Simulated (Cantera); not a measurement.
Cantera run, input and output.

```python
import numpy as np
import cantera as ct

gas = ct.Solution("gri30.yaml", transport_model="mixture-averaged")
show = ['O', 'H2O', 'H']

rows = []
print(f"{'T/K':>7s}{'rho':>11s}{'cp':>10s}{'mu':>11s}{'lambda':>11s}{'Pr':>7s}" + "".join(f"{'D_' + s:>11s}" for s in show))
for T in [400, 600, 800, 1000, 1200, 1400, 1600, 1800, 2000]:
    gas.TPX = T, 13332, {'C3H8': 0.17, 'C2H2': 0.6}
    Pr = gas.cp_mass * gas.viscosity / gas.thermal_conductivity
    D = [gas.mix_diff_coeffs_mole[gas.species_index(s)] for s in show]
    rows.append([gas.density, gas.cp_mass, gas.viscosity, gas.thermal_conductivity, Pr, *D])
    print(f"{T:7g}{gas.density:11.4e}{gas.cp_mass:10.1f}{gas.viscosity:11.4e}"
          f"{gas.thermal_conductivity:11.4e}{Pr:7.3f}" + "".join(f"{d:11.4e}" for d in D))
print("SI units: kg/m3, J/kg/K, Pa s, W/m/K, m2/s")
```

Result:

```
    T/K        rho        cp         mu     lambda     Pr        D_O      D_H2O        D_H
    400 1.2036e-01    1996.5 1.2800e-05 3.4528e-02  0.740 2.9642e-04 2.0723e-04 1.0921e-03
    600 8.0241e-02    2454.0 1.7920e-05 5.7751e-02  0.761 6.0044e-04 4.5277e-04 2.2525e-03
    800 6.0180e-02    2784.9 2.2296e-05 8.0278e-02  0.773 9.8025e-04 7.7164e-04 3.7103e-03
   1000 4.8144e-02    3046.4 2.6186e-05 1.0201e-01  0.782 1.4278e-03 1.1538e-03 5.4314e-03
   1200 4.0120e-02    3243.0 2.9732e-05 1.2290e-01  0.785 1.9378e-03 1.5926e-03 7.3935e-03
   1400 3.4389e-02    3405.8 3.3022e-05 1.4296e-01  0.787 2.5062e-03 2.0834e-03 9.5803e-03
   1600 3.0090e-02    3539.4 3.6114e-05 1.6219e-01  0.788 3.1299e-03 2.6226e-03 1.1980e-02
   1800 2.6747e-02    3648.4 3.9047e-05 1.8061e-01  0.789 3.8065e-03 3.2079e-03 1.4581e-02
   2000 2.4072e-02    3736.8 4.1852e-05 1.9825e-01  0.789 4.5339e-03 3.8371e-03 1.7378e-02
SI units: kg/m3, J/kg/K, Pa s, W/m/K, m2/s
```

Cantera simulation using GRI-Mech 3.0 (53 species, 325 reactions); the numbers are that mechanism's predictions, not measurements. The composition is frozen, though it would react at the higher temperatures.
